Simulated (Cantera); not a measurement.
**Pyrogenic steam for wet oxidation**

An isothermal, constant-pressure homogeneous reactor starts with 15.7 % H2, 6.02 % O2, 78.3 % N2, equivalence ratio 1.3, at 1375 K and 0.800 bar.

Cantera simulation using GRI-Mech 3.0 (53 species, 325 reactions); the numbers are that mechanism's predictions, not measurements. The temperature is held fixed by assumption; the heat of reaction is taken as removed at once.

| t (s) | x H2 | x O2 | x O | x H2O2 | x NO | x N2O |
|---|---|---|---|---|---|---|
| 3.00e-5 | 0.157 | 0.0602 | 6.99e-6 | 3.24e-8 | <1e-12 | 1.57e-11 |
| 9.72e-5 | 0.0327 | 0.00706 | 0.00432 | 9.20e-7 | 9.10e-6 | 2.33e-8 |
| 0.000315 | 0.0332 | 0.000901 | 0.000468 | 3.72e-7 | 1.79e-5 | 9.21e-9 |
| 0.00102 | 0.0364 | 5.94e-5 | 3.27e-5 | 8.55e-8 | 1.88e-5 | 2.35e-9 |
| 0.00330 | 0.0378 | 4.60e-6 | 2.60e-6 | 1.67e-8 | 1.86e-5 | 1.21e-9 |
| 0.0107 | 0.0383 | 3.97e-7 | 2.24e-7 | 2.42e-9 | 1.78e-5 | 3.56e-9 |
| 0.0346 | 0.0384 | 3.37e-8 | 1.85e-8 | 2.51e-10 | 1.57e-5 | 1.08e-8 |
| 0.112 | 0.0385 | 2.71e-9 | 1.45e-9 | 2.11e-11 | 1.24e-5 | 1.81e-8 |
| 0.363 | 0.0385 | 2.57e-10 | 1.40e-10 | 2.09e-12 | 8.31e-6 | 1.28e-8 |
| 1.18 | 0.0385 | 3.96e-11 | 2.30e-11 | <1e-12 | 4.49e-6 | 3.76e-9 |
| 3.81 | 0.0384 | 8.71e-12 | 5.21e-12 | <1e-12 | 1.66e-6 | 4.38e-10 |
| 12.3 | 0.0384 | 2.20e-12 | 1.35e-12 | <1e-12 | 3.34e-7 | 1.63e-11 |
| 40.0 | 0.0384 | 1.34e-12 | <1e-12 | <1e-12 | 4.79e-8 | <1e-12 |
x: mole fraction; the columns are a selection and need not sum to one.

Equilibrium at this temperature and pressure: H2 0.0385, O2 1.32e-12, O <1e-12, H2O2 <1e-12, NO 1.63e-9, N2O <1e-12 (gas phase only).
